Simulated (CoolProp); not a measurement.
Properties of octamethyltrisiloxane (MDM) along the isobar 4.39 MPa.

Values from CoolProp's reference Helmholtz-energy equation of state, Thol 2017.

```tsv
T (°C)	phase	Joule-Thomson coefficient (K/MPa)	isothermal compressibility (1/MPa)	fugacity coefficient
151.75	liquid	-0.2310	0.005083	…
173.15	liquid	-0.1728	0.006412	0.05225
194.65	liquid	-0.1004	0.008235	…
216.05	liquid	-0.008788	0.01077	0.1150
237.55	liquid	0.1120	0.01442	0.1582
258.95	liquid	…	…	…
280.45	liquid	0.5019	0.02810	0.2649
301.85	supercritical	0.8227	0.04110	…
```

What belongs in the gaps?


- 151.75, fugacity coefficient: 0.03210
- 194.65, fugacity coefficient: 0.07980
- 258.95, Joule-Thomson coefficient (K/MPa): 0.2746
- 258.95, isothermal compressibility (1/MPa): 0.01981
- 258.95, fugacity coefficient: 0.2084
- 301.85, fugacity coefficient: 0.3255
